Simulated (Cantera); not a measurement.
Gas-phase reforming

A perfectly stirred reactor is fed with 37.0 % CH₄, 63.0 % H₂O, at 0.132 atm; it is held at 1700 K, and followed from long to short residence time.

Cantera simulation using GRI-Mech 3.0 (53 species, 325 reactions); the numbers are that mechanism's predictions, not measurements.

```tsv
τ (s)	x CH₄	x H₂O	x O₂	x CH₂O	x HO₂	x C₂H₂
1.9	0.0300	0.281	4.16e-10	1.06e-6	<1e-12	0.0471
0.88	0.0415	0.333	5.60e-10	1.86e-6	<1e-12	0.0625
0.41	0.0572	0.387	7.44e-10	3.18e-6	<1e-12	0.0754
0.20	0.0781	0.435	9.51e-10	5.14e-6	<1e-12	0.0820
0.092	0.110	0.479	1.22e-9	8.34e-6	<1e-12	0.0808
0.044	0.150	0.514	1.53e-9	1.28e-5	<1e-12	0.0713
0.021	0.197	0.546	1.89e-9	1.91e-5	<1e-12	0.0555
0.0097	0.249	0.575	2.10e-9	2.74e-5	<1e-12	0.0360
0.0046	0.295	0.599	1.83e-9	3.51e-5	<1e-12	0.0182
```
x: mole fraction; the columns are a selection and need not sum to one.
